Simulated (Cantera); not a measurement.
An isothermal, constant-pressure homogeneous reactor starts with NH3 : N2 = 1 : 0.36 (molar parts), at 1450 K and 0.190 bar. Integrator tolerance rtol = 1e-08.

Model: the gas-phase N/H chemistry of the illustrative SiF4/NH3 mechanism in the Surface Chemkin manual (1991), integrated in Cantera. Walls and surfaces, which speed up NH3 decomposition in real reactors, are not modelled.

Task: What does this change do: temperature 1450 to 2350 K?

Result: 
| quantity | before | after |
|---|---|---|
| x(NH3) at 200 s | 0.353 (gas-phase equilibrium 4.14e-6) | 6.81e-7 (gas-phase equilibrium 6.81e-7) |
| x(N2) at 200 s | 0.317 (gas-phase equilibrium 0.364) | 0.360 (gas-phase equilibrium 0.360) |
| x(N2H2) at 200 s | 7.41e-8 (gas-phase equilibrium <1e-12) | <1e-12 (gas-phase equilibrium <1e-12) |
| x(H2) at 200 s | 0.331 (gas-phase equilibrium 0.636) | 0.617 (gas-phase equilibrium 0.617) |
| x(H) at 200 s | 7.87e-6 (gas-phase equilibrium 1.74e-5) | 0.0226 (gas-phase equilibrium 0.0226) |
| x(NH2) at 200 s | 1.78e-5 (gas-phase equilibrium 2.40e-10) | 8.00e-8 (gas-phase equilibrium 8.00e-8) |
| x(N2H4) at 200 s | 1.44e-8 (gas-phase equilibrium <1e-12) | <1e-12 (gas-phase equilibrium <1e-12) |

Task: What does this change do: N2 0.36 to 3.1 parts?

Result: 
```tsv
quantity	before	after
x(NH3) at 200 s	0.353 (gas-phase equilibrium 4.14e-6)	0.119 (gas-phase equilibrium 1.81e-6)
x(N2) at 200 s	0.317 (gas-phase equilibrium 0.364)	0.730 (gas-phase equilibrium 0.706)
x(N2H2) at 200 s	7.41e-8 (gas-phase equilibrium <1e-12)	2.56e-8 (gas-phase equilibrium <1e-12)
x(H2) at 200 s	0.331 (gas-phase equilibrium 0.636)	0.151 (gas-phase equilibrium 0.294)
x(H) at 200 s	7.87e-6 (gas-phase equilibrium 1.74e-5)	6.12e-6 (gas-phase equilibrium 1.18e-5)
x(NH2) at 200 s	1.78e-5 (gas-phase equilibrium 2.40e-10)	1.02e-5 (gas-phase equilibrium 1.55e-10)
x(N2H4) at 200 s	1.44e-8 (gas-phase equilibrium <1e-12)	4.72e-9 (gas-phase equilibrium <1e-12)
```
